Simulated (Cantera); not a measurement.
A closed system holds: 1 mol Fe2O3, 0.96 mol H2O, 4 mol H2, held at 1 atm.

Cantera equilibrium calculation (NASA polynomials, part measured and part estimated; ideal gas, pure solids and liquids). Candidate condensed phases: Fe, FeO, Fe(OH)2, Fe(OH)3, Fe2O3, Fe3O4, H2O; 12 gas species. The tables' stoichiometric FeO is somewhat more stable than real wüstite, so its field is too wide. FeO: taken at fixed stoichiometry. Equilibrium is a limit: real reactors are often held back by kinetics, nucleation or transport.

**Question.** At 1427 °C, list the 4 most abundant gas species with their mole fractions, and the condensed phases.

**Answer.** H2 0.605, H2O 0.395, H 0.000114, Fe(OH)2 3.13e-5. Condensed: FeO(l).
